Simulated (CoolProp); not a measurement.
Octamethylcyclotetrasiloxane (D4) along the isotherm 620 K: fugacity coefficient from the reference equation and from simpler models built on Tc = 586.5 K, pc = 1347 kPa, ω = 0.598; each cubic takes its own stable root.

The numbers come from the reference Helmholtz-energy equation of state, Thol 2015 in CoolProp.

| p (kPa) | phase | reference |
|---|---|---|
| 10.7 | gas | 0.9977 |
| 18.9 | gas | 0.9960 |
| 33.7 | gas | 0.9929 |
| 59.9 | gas | 0.9874 |
| 107 | gas | 0.9776 |
| 189 | gas | 0.9605 |
| 337 | gas | 0.9300 |
| 599 | gas | 0.8768 |
| 1070 | gas | 0.7838 |
| 1890 | supercritical | 0.6273 |
| 3370 | supercritical | 0.4366 |

Question: How far does each simpler model (van der Waals, Soave-Redlich-Kwong, Peng-Robinson) lie from the reference over these 11 states: mean and median of the absolute difference, and the worst?

Answer: 
- van der Waals: mean 0.7 %, median 0.3 %, worst +2.8 % at 620 K and 3370 kPa
- Soave-Redlich-Kwong: mean 1.1 %, median 0.2 %, worst +6.6 % at 620 K and 3370 kPa
- Peng-Robinson: mean 0.5 %, median 0.2 %, worst -1.6 % at 620 K and 1890 kPa
